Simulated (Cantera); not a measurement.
**Thermodynamics of sublimation and decomposition of ceramics, feed Si3N4 + Si + H2**

Input: 1 mol Si3N4, 0.0078 mol Si, 1.2 mol H2, equilibrated at 100 Torr.

These are equilibrium values from Cantera (NASA tables, ideal gas, pure condensed phases), not measurements of a reactor. Candidate condensed phases: Si, Si3N4; 18 gas species. Mutual solubility and eutectic melting of coexisting phases are not modelled. The tables' values for SiN are old estimates; treat these amounts as uncertain. Gases not in the tables: Si2H6 and higher silanes. Rates play no part.

At 1875 K the condensed part is Si(l) + Si3N4(s). From 1950 K to 2850 K the condensed part is Si(l). The main Si-bearing gas is Si throughout.

| T (K) | x H2 | x N2 | x Si | x H | x Si2 | x SiH | x SiN | x Si2N | n Si(l) | n Si3N4(s) |
|---|---|---|---|---|---|---|---|---|---|---|
| 1875 | 0.785 | 0.213 | 6.79e-5 | 0.00159 | 5.10e-7 | 2.04e-5 | 4.10e-6 | 6.09e-6 | 0.497 | 0.837 |
| 1950 | 0.374 | 0.624 | 0.000179 | 0.00192 | 1.64e-6 | 3.05e-5 | 1.52e-5 | 2.09e-5 | 3.01 | 0 |
| 2025 | 0.373 | 0.624 | 0.000437 | 0.00322 | 4.80e-6 | 6.23e-5 | 3.09e-5 | 3.97e-5 | 3.01 | 0 |
| 2100 | 0.371 | 0.623 | 0.00100 | 0.00520 | 1.30e-5 | 0.000121 | 5.98e-5 | 7.18e-5 | 3.00 | 0 |
| 2175 | 0.368 | 0.621 | 0.00216 | 0.00811 | 3.30e-5 | 0.000223 | 0.000110 | 0.000125 | 3.00 | 0 |
| 2250 | 0.364 | 0.618 | 0.00444 | 0.0123 | 7.83e-5 | 0.000394 | 0.000196 | 0.000208 | 2.99 | 0 |
| 2325 | 0.358 | 0.613 | 0.00870 | 0.0180 | 0.000175 | 0.000668 | 0.000333 | 0.000334 | 2.97 | 0 |
| 2400 | 0.350 | 0.605 | 0.0163 | 0.0258 | 0.000373 | 0.00109 | 0.000547 | 0.000519 | 2.94 | 0 |
| 2475 | 0.337 | 0.593 | 0.0295 | 0.0358 | 0.000758 | 0.00172 | 0.000867 | 0.000782 | 2.89 | 0 |
| 2550 | 0.319 | 0.574 | 0.0514 | 0.0483 | 0.00147 | 0.00260 | 0.00133 | 0.00114 | 2.79 | 0 |
| 2625 | 0.294 | 0.545 | 0.0867 | 0.0631 | 0.00276 | 0.00379 | 0.00197 | 0.00161 | 2.63 | 0 |
| 2700 | 0.260 | 0.502 | 0.142 | 0.0793 | 0.00497 | 0.00527 | 0.00280 | 0.00219 | 2.34 | 0 |
| 2775 | 0.214 | 0.440 | 0.227 | 0.0950 | 0.00868 | 0.00694 | 0.00381 | 0.00285 | 1.81 | 0 |
| 2850 | 0.156 | 0.352 | 0.352 | 0.105 | 0.0147 | 0.00841 | 0.00485 | 0.00347 | 0.709 | 0 |
x: gas mole fraction; n: condensed amount in mol.
